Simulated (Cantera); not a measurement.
**Equilibrium for iron carbonyl, mercury and lead vapours: Pb + CO + N₂**

Input: 1 mol Pb, 1.5 mol CO, 14 mol N₂, held at 2600 Pa.

These are equilibrium values from Cantera (NASA tables, ideal gas, pure condensed phases), not measurements of a reactor. Candidate condensed phases: C, Pb, PbO, PbO₂, Pb₃O₄; 27 gas species. Equilibrium is a limit: real reactors are often held back by kinetics, nucleation or transport.

```tsv
T (K)	log p N₂	log p CO	log p Pb	log p CO₂	log p Pb₂	n C(graphite)	n Pb(l)
700	-1.61	-3.29	-8.95	-2.98	<-13	0.604	1.000
850	-1.63	-2.64	-6.50	-3.94	-13.15	0.0676	1.000
1000	-1.63	-2.60	-4.79	-5.45	-10.29	0.00213	0.990
1150	-1.63	-2.60	-3.54	-6.61	-8.20	0	0.825
1300	-1.66	-2.63	-2.80	-7.54	-7.05	0	0
1450	-1.66	-2.63	-2.80	-8.23	-7.30	0	0
1600	-1.66	-2.63	-2.80	-8.79	-7.51	0	0
```
log p: log10 of the partial pressure in bar; n: condensed amount in mol.

From 700 K to 1000 K the condensed part is C(graphite) + Pb(l). At 1150 K the condensed part is Pb(l). From 1300 K to 1600 K nothing is condensed. The main Pb-bearing gas is Pb throughout.
